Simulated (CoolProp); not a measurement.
Vapour-liquid equilibrium of R125 (1) + R1234yf (2) at 0.0382 MPa; x and y are mole fractions of (1).

Values from CoolProp's multi-fluid Helmholtz-energy mixture model, Lemmon 2005 and Lemmon 2022; pair parameters Bell 2023.

```json
[
 {"x": "0.05", "bubble temperature, mixture model (°C)": "___", "bubble temperature, Raoult's law (°C)": "-50.8", "y, mixture model": "0.116", "y, Raoult's law": "0.116"},
 {"x": "0.2", "bubble temperature, mixture model (°C)": "___", "bubble temperature, Raoult's law (°C)": "-54.3", "y, mixture model": "___", "y, Raoult's law": "0.386"},
 {"x": "0.35", "bubble temperature, mixture model (°C)": "-57.3", "bubble temperature, Raoult's law (°C)": "-57.3", "y, mixture model": "___", "y, Raoult's law": "0.579"},
 {"x": "0.5", "bubble temperature, mixture model (°C)": "-59.8", "bubble temperature, Raoult's law (°C)": "-59.8", "y, mixture model": "___", "y, Raoult's law": "0.721"},
 {"x": "0.65", "bubble temperature, mixture model (°C)": "___", "bubble temperature, Raoult's law (°C)": "-61.9", "y, mixture model": "___", "y, Raoult's law": "0.829"},
 {"x": "0.8", "bubble temperature, mixture model (°C)": "-63.9", "bubble temperature, Raoult's law (°C)": "-63.9", "y, mixture model": "0.910", "y, Raoult's law": "0.913"},
 {"x": "0.95", "bubble temperature, mixture model (°C)": "-65.6", "bubble temperature, Raoult's law (°C)": "-65.6", "y, mixture model": "___", "y, Raoult's law": "0.981"}
]
```

Problem. Some entries are withheld; supply them.

Solution. 
- 0.05, bubble temperature, mixture model (°C): -50.9
- 0.2, bubble temperature, mixture model (°C): -54.4
- 0.2, y, mixture model: 0.384
- 0.35, y, mixture model: 0.575
- 0.5, y, mixture model: 0.716
- 0.65, bubble temperature, mixture model (°C): -62.0
- 0.65, y, mixture model: 0.824
- 0.95, y, mixture model: 0.980

The largest gap from Raoult's law is -0.1 K in bubble temperature, at x = 0.2. No azeotrope shows between x = 0.05 and 0.95.

The pair parameters rest on a limited set of measurements; away from them the model extrapolates.
